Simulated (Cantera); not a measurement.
An adiabatic, constant-pressure homogeneous reactor starts with CH4 : C2H6 : O2 : N2 = 1 : 0.056 : 2.82 : 10.6 (molar parts), equivalence ratio 0.78, at 1125 K and 7.80 bar. Integrator tolerance rtol = 1e-08.

Cantera simulation using GRI-Mech 3.0 (53 species, 325 reactions); the numbers are that mechanism's predictions, not measurements.

| quantity | before | after |
|---|---|---|
| time of steepest temperature rise | 4.68 ms | 3.88 ms |
| temperature at 0.200 s | 2542 K | 1920 K |
| equilibrium temperature | 2542 K | 1910 K |
| x(CH4) at 0.200 s | <1e-12 (gas-phase equilibrium <1e-12) | <1e-12 (gas-phase equilibrium <1e-12) |
| x(C2H6) at 0.200 s | <1e-12 (gas-phase equilibrium <1e-12) | <1e-12 (gas-phase equilibrium <1e-12) |
| x(O2) at 0.200 s | 0.0390 (gas-phase equilibrium 0.0390) | 0.129 (gas-phase equilibrium 0.127) |
| x(CO2) at 0.200 s | 0.0703 (gas-phase equilibrium 0.0703) | 0.0375 (gas-phase equilibrium 0.0375) |
| x(H) at 0.200 s | 0.000472 (gas-phase equilibrium 0.000472) | 1.09e-6 (gas-phase equilibrium 9.78e-7) |
| x(CO) at 0.200 s | 0.00587 (gas-phase equilibrium 0.00587) | 2.47e-5 (gas-phase equilibrium 2.27e-5) |

Q: Which change was made?
(A) CH4 1 to 0.41 parts
(B) constant volume in place of constant pressure
(C) initial temperature 1125 to 1048 K
(D) initial temperature 1125 to 1475 K

A: A, CH4 1 to 0.41 parts
